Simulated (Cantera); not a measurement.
A perfectly stirred reactor is fed with 20.9 % H2, 15.2 % O2, 57.0 % N2, 6.91 % H2O, equivalence ratio 0.69, at 0.340 bar; it is adiabatic with a 448 K inlet, and is followed from long to short residence time, starting on the burning branch (τ in s: 0.054, 0.031, 0.017, 0.0099, 0.0056, 0.0032, 0.0018, 0.001, 0.00058, 0.00033, 0.00019, 0.00011, 6.1e-05).

Cantera simulation using GRI-Mech 3.0 (53 species, 325 reactions); the numbers are that mechanism's predictions, not measurements.

x: mole fraction; the columns are a selection and need not sum to one.

| τ (s) | T (K) | x H2 | x O2 | x H2O | x OH | x NO2 |
|---|---|---|---|---|---|---|
| 0.054 | 1949 | 0.00253 | 0.0518 | 0.304 | 0.00595 | 1.95e-8 |
| 0.031 | 1934 | 0.00351 | 0.0519 | 0.302 | 0.00689 | 1.22e-8 |
| 0.017 | 1911 | 0.00498 | 0.0522 | 0.299 | 0.00798 | 7.26e-9 |
| 0.0099 | 1883 | 0.00672 | 0.0526 | 0.296 | 0.00898 | 4.61e-9 |
| 0.0056 | 1844 | ___ | 0.0533 | 0.291 | 0.00993 | ___ |
| 0.0032 | 1796 | ___ | 0.0542 | 0.286 | 0.0106 | ___ |
| 0.0018 | 1734 | 0.0147 | 0.0556 | 0.280 | 0.0110 | 1.79e-9 |
| 0.0010 | 1659 | 0.0181 | 0.0574 | 0.272 | 0.0108 | 1.48e-9 |
| 0.00058 | 1579 | 0.0213 | 0.0595 | 0.264 | 0.0102 | 1.20e-9 |
| 0.00033 | 1488 | 0.0251 | 0.0625 | 0.256 | 0.00907 | 9.01e-10 |
| 0.00019 | 1388 | 0.0308 | 0.0668 | 0.245 | 0.00756 | 5.96e-10 |
| 0.00011 | 1273 | 0.0437 | 0.0749 | 0.229 | 0.00562 | 3.02e-10 |
| 6.1e-5 | 448 | 0.209 | 0.152 | 0.0691 | <1e-12 | <1e-12 |

Q: What belongs in the gaps?

A: 
- 0.0056, x H2: 0.00901
- 0.0056, x NO2: 3.05e-9
- 0.0032, x H2: 0.0117
- 0.0032, x NO2: 2.24e-9
